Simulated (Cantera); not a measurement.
Input: 1 mol Mg(OH)2, 0.49 mol C, 3 mol O2, at 1400 K and 13.3 mbar.

Equilibrium computed with Cantera from the NASA thermochemical tables; the gas is ideal and each condensed phase is pure. Candidate condensed phases: C, C6H6, C7H8, C8H18, H2O, Mg, MgCO3, MgO, Mg(OH)2; 116 gas species. Rates play no part.

Base state: O2 0.627, H2O 0.250, CO2 0.122, OH 0.000188 (mole fractions); condensed: MgO(s).

Q: What changes in the equilibrium state with this change: O2 from 3 to 0.014 mol?

A: 
```csv
species,before,after
H2,1.23e-6,0.391
H2O,0.250,0.280
CO,1.31e-6,0.247
O2,0.627,<1e-9
CO2,0.122,0.0814
H,4.68e-8,2.64e-5
OH,0.000188,3.74e-7
"MgO(s), mol",1.00,1.00
```
